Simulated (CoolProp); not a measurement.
Model: reference Helmholtz-energy equation of state, Zhou 2011, in CoolProp.

Task: For dimethyl carbonate, give the phase and the cp (kJ/(kg K)), isothermal compressibility (1/MPa) at 417.7 K and 1990 kPa.

Result: 
- 417.7 K and 1990 kPa: liquid; cp 2.11, isothermal compressibility 0.00266
